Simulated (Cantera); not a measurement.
A freely propagating, adiabatic, planar premixed flame of H2 : O2 : N2 = 1 : 0.862 : 3.24 (molar parts), unburnt at 550 K and 10.0 bar; mixture-averaged transport, grid criteria slope 0.08 and curve 0.16, no radiation.

Model: the H2/O2 subset of GRI-Mech 3.0, which has no nitrogen chemistry, integrated in Cantera. The hydrogen kinetics of GRI-Mech 3.0 are dated; newer H2 mechanisms differ, most at raised pressure. Burning velocities carry a grid error of a few per cent, more on coarse grids. Lean hydrogen flames are cellular in practice and burn faster than this planar one.

### Question
What does this change do: 0.054 parts H2O added?

### Answer
```csv
quantity,before,after
laminar burning velocity,95.4 cm/s,84.9 cm/s
thermal thickness,0.0412 mm,0.0441 mm
peak x(H2O2),0.000332,0.000349
peak x(H),0.00143,0.00120
peak x(OH),0.00482,0.00443
```

### Question
What does this change do: H2 1 to 1.3 parts?

### Answer
```tsv
quantity	before	after
laminar burning velocity	95.4 cm/s	248 cm/s
thermal thickness	0.0412 mm	0.0279 mm
peak x(H2O2)	0.000332	0.000227
peak x(H)	0.00143	0.00653
peak x(OH)	0.00482	0.0111
```
